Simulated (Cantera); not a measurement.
An isothermal, constant-pressure homogeneous reactor starts with H₂ : O₂ : N₂ = 0.38 : 1 : 4.6 (molar parts), equivalence ratio 0.19, at 998 K and 0.0132 atm.

Computed with Cantera and the H2/O2 subset of GRI-Mech 3.0, which has no nitrogen chemistry. Radical loss at walls, strong at low pressure, is not modelled. The temperature is held fixed by assumption; the heat of reaction is taken as removed at once.

x: mole fraction; the columns are a selection and need not sum to one.

```csv
t (s),x H₂,x O₂,x OH,x HO₂,x H,x O,x H₂O
5.00e-5,0.0635,0.167,<1e-12,4.88e-12,4.76e-12,<1e-12,<1e-12
0.000132,0.0635,0.167,<1e-12,1.29e-11,1.24e-11,<1e-12,<1e-12
0.000349,0.0635,0.167,3.18e-12,3.41e-11,3.38e-11,5.89e-12,5.74e-12
0.000920,0.0635,0.167,1.54e-11,9.08e-11,1.22e-10,3.65e-11,6.98e-11
0.00243,0.0635,0.167,1.68e-10,2.54e-10,1.20e-9,4.37e-10,1.42e-9
0.00642,0.0635,0.167,3.85e-8,4.90e-9,2.71e-7,1.01e-7,3.76e-7
0.0169,(withheld),0.146,(withheld),1.63e-6,(withheld),0.00717,(withheld)
0.0447,0.00223,0.138,0.00100,1.71e-6,0.0131,0.00718,0.0554
0.118,0.000649,0.139,0.000516,1.59e-6,0.00179,0.00192,0.0636
0.312,7.48e-5,0.140,0.000160,8.97e-7,6.09e-5,0.000212,0.0654
0.823,7.52e-6,0.140,5.05e-5,2.37e-7,1.96e-6,2.16e-5,0.0656
2.17,(withheld),0.140,(withheld),(withheld),(withheld),(withheld),0.0656
5.74,2.26e-7,0.140,9.60e-6,1.29e-8,1.32e-8,7.72e-7,0.0656
15.1,6.02e-8,0.140,5.09e-6,3.83e-9,1.97e-9,2.18e-7,0.0656
40.0,1.85e-8,0.140,2.87e-6,1.27e-9,3.54e-10,6.93e-8,0.0656
```

Problem. Fill in the missing entries.

Solution. 
- 0.0169, x H₂: 0.0176
- 0.0169, x OH: 0.00164
- 0.0169, x H: 0.0237
- 0.0169, x H₂O: 0.0334
- 2.17, x H₂: 1.09e-6
- 2.17, x OH: 2.01e-5
- 2.17, x HO₂: 5.09e-8
- 2.17, x H: 1.23e-7
- 2.17, x O: 3.41e-6
